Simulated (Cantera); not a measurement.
Equilibrium for fluorocarbon and chlorocarbon gases: CF₄ + F₂

Charge: 1 mol CF₄, 0.012 mol F₂, equilibrated at 1502 °C and 51.0 mbar.

Equilibrium computed with Cantera from the NASA thermochemical tables; the gas is ideal and each condensed phase is pure. Candidate condensed phases: C; 13 gas species. Gases not in the tables: C₂F₆ and larger saturated fluorocarbons. Equilibrium is a limit: real reactors are often held back by kinetics, nucleation or transport.

The x(CF₄) is 0.976. The x(F) is 0.0235 and the x(CF₃) is 4.28e-5. The x(CF₂) is 9.38e-6. The gas amount comes out as 1.024 mol and the log10 activity of C(graphite) (absent) is -5.60.
